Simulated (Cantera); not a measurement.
A closed system holds: 1 mol SiH4, 21 mol H2, at 1.00 bar.

Cantera equilibrium calculation (NASA polynomials, part measured and part estimated; ideal gas, pure solids and liquids). Candidate condensed phases: Si; 9 gas species. Gases not in the tables: Si2H6 and higher silanes. Kinetics and transport are ignored.

x: gas mole fraction; n: condensed amount in mol.

```
T (K)   x H2       x H    x SiH2     x SiH   x SiH4  n Si(s)  n Si(l)
-----  -----  --------  --------  --------  -------  -------  -------
1050    1.00   8.11e-9  3.74e-10    <1e-12  4.69e-7    1.000        0
1125   1.000   4.44e-8   2.37e-9  1.75e-12  5.58e-7    1.000        0
1200   1.000   1.97e-7   1.19e-8  2.08e-11  6.50e-7    1.000        0
1275   1.000         …         …         …        …    1.000        0
1350   1.000   2.38e-6   1.75e-7   1.27e-9  8.37e-7    1.000        0
1425   1.000         …         …         …        …    1.000        0
1500   1.000   1.76e-5   1.50e-6   3.38e-8  1.03e-6    1.000        0
1575   1.000   4.16e-5   3.76e-6   1.37e-7  1.12e-6    1.000        0
1650   1.000   9.08e-5   8.66e-6   4.89e-7  1.22e-6    1.000        0
1725   1.000  0.000186   1.72e-5   1.45e-6  1.22e-6        0    1.000
```

Q: Fill in the missing entries.

A: 
- 1275, x H: 7.37e-7
- 1275, x SiH2: 4.94e-8
- 1275, x SiH: 1.84e-10
- 1275, x SiH4: 7.43e-7
- 1425, x H: 6.82e-6
- 1425, x SiH2: 5.42e-7
- 1425, x SiH: 7.15e-9
- 1425, x SiH4: 9.31e-7
